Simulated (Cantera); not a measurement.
A perfectly stirred reactor is fed with CH4 : H2 : O2 : N2 = 1 : 0.1 : 2.66 : 10 (molar parts), equivalence ratio 0.77, at 9.87 atm; it is adiabatic with a 375 K inlet, and is followed from long to short residence time, starting on the burning branch (τ in s: 0.04, 0.019, 0.0087, 0.004, 0.0019, 0.00087, 0.00041, 0.00019, 8.8e-05, 4.1e-05, 1.9e-05, 8.9e-06).

Detailed kinetics in Cantera: GRI-Mech 3.0 (53 species, 325 reactions).

One state of this run: T (K) = 1982; x CH4 = 0.000136; x H2 = 0.000801; x O2 = 0.0462; x HCN = 2.24e-7; x N2O = 1.79e-6. x: mole fraction; the columns are a selection and need not sum to one.

Problem. Which value of τ (s) does it belong to?
(A) 0.0087
(B) 0.00041
(C) 8.8e-5
(D) 0.0040

Solution. B, 0.00041
